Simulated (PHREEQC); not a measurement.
Make-up at 25 °C: 0.00099 mol LiF, 0.093 mol ZnSO4 and 0.017 mol NaBr per kg of water. Closed to the air; pH follows from the charge balance.

All values are PHREEQC results (ion-association model, phreeqc.dat), not measurements.

Precipitation was switched off in this run.

**Question.** Order these F species by the share of F that they hold, largest first: HF, NaF, F-, ZnF+.

**Answer.** F- (84 %), ZnF+ (16 %), NaF (0.39 %), HF (0.21 %)

**Question.** Order these S species by the share of S that they hold, largest first: NaSO4-, ZnSO4, Zn(SO4)2-2, SO4-2.

**Answer.** SO4-2 (40 %), ZnSO4 (37 %), Zn(SO4)2-2 (22 %), NaSO4- (0.94 %)

The pH is 5.61 and the ionic strength 0.210 mol/kgw. Species that the database lacks are ignored.
